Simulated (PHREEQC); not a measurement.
Synthetic water in mmol/kgw, 25 °C, pH 5.95, pe 9:

```tsv
constituent	mmol/kgw
Na	0.00126
K	0.000153
Ca	0.00504
Mg	8.84e-05
Cl	0.002
S(6)	0.00171
Alkalinity (meq/kgw)	0.00639
Si	0.000206
```

Na is adjusted to close the charge balance.
Valence states are taken as typed.

The numbers come from PHREEQC with the ion-association model, wateq4f.dat.

```
quantity               before     after
-------------------  --------  --------
CO2 (mol/kgw)         1.88e-5   1.84e-5
HCO3- (mol/kgw)       7.51e-6   7.25e-6
CO3-2 (mol/kgw)      3.19e-10  4.89e-10
HSO4- (mol/kgw)      1.84e-10  8.66e-10
H3SiO4- (mol/kgw)    2.72e-11  1.17e-10
SI of Quartz (SiO2)     -2.71     -3.44
```

Task: Which change was made?
A. all concentrations times 4 at the same typed pH
B. Ca from 0.00504 to 0.00252 mmol/kgw
C. pH from 5.95 to 5.65 at the same alkalinity
D. temperature from 25 to 85 °C at the same typed pH

Result: D, temperature from 25 to 85 °C at the same typed pH

Precipitation was switched off in this run. Away from 25 °C the constants follow the database's enthalpies or fits; those with neither stay at their 25 °C values.
